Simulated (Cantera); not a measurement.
An adiabatic, constant-volume homogeneous reactor starts with 15.1 % CO, 0.818 % H2, 2.12 % CH4, 17.3 % O2, 64.7 % N2, at 1600 K and 4.50 bar.

Detailed kinetics in Cantera: GRI-Mech 3.0 (53 species, 325 reactions).

x: mole fraction; the columns are a selection and need not sum to one.

| t (s) | T (K) | P (bar) | x CO | x H2 | x CH4 | x CH3 | x C2H | x N2O | x C2H2 |
|---|---|---|---|---|---|---|---|---|---|
| 6.00e-6 | 1600 | 4.50 | 0.151 | 0.00817 | 0.0212 | 4.33e-5 | <1e-12 | 1.56e-10 | 5.45e-12 |
| 1.51e-5 | 1604 | 4.51 | 0.151 | 0.00809 | 0.0203 | (withheld) | <1e-12 | (withheld) | (withheld) |
| 3.82e-5 | 2798 | 7.60 | 0.0629 | 0.00292 | <1e-12 | <1e-12 | <1e-12 | 2.27e-6 | <1e-12 |
| 9.62e-5 | 2954 | 7.93 | 0.0503 | 0.00224 | <1e-12 | <1e-12 | <1e-12 | 2.94e-6 | <1e-12 |
| 0.000243 | 2941 | 7.89 | 0.0498 | 0.00224 | <1e-12 | <1e-12 | <1e-12 | 3.06e-6 | <1e-12 |
| 0.000612 | 2934 | 7.87 | 0.0495 | 0.00223 | <1e-12 | <1e-12 | <1e-12 | 3.17e-6 | <1e-12 |
| 0.00154 | 2934 | 7.87 | 0.0495 | 0.00223 | <1e-12 | <1e-12 | <1e-12 | 3.19e-6 | <1e-12 |
| 0.00389 | 2934 | 7.87 | 0.0495 | 0.00223 | <1e-12 | <1e-12 | <1e-12 | 3.19e-6 | <1e-12 |
| 0.00981 | 2934 | 7.87 | 0.0495 | 0.00223 | <1e-12 | <1e-12 | <1e-12 | 3.19e-6 | <1e-12 |
| 0.0247 | 2934 | 7.87 | 0.0495 | 0.00223 | <1e-12 | <1e-12 | <1e-12 | 3.19e-6 | <1e-12 |
| 0.0624 | 2934 | 7.87 | 0.0495 | 0.00223 | <1e-12 | <1e-12 | <1e-12 | 3.19e-6 | <1e-12 |
| 0.157 | 2934 | 7.87 | 0.0495 | 0.00223 | <1e-12 | <1e-12 | <1e-12 | 3.19e-6 | <1e-12 |
| 0.397 | 2934 | 7.87 | 0.0495 | 0.00223 | <1e-12 | <1e-12 | <1e-12 | 3.19e-6 | <1e-12 |
| 1.00 | 2934 | 7.87 | 0.0495 | 0.00223 | <1e-12 | <1e-12 | <1e-12 | 3.19e-6 | <1e-12 |

Task: Complete the blanks.

Result: 
- 1.51e-5, x CH3: 0.000522
- 1.51e-5, x N2O: 2.64e-9
- 1.51e-5, x C2H2: 2.13e-8
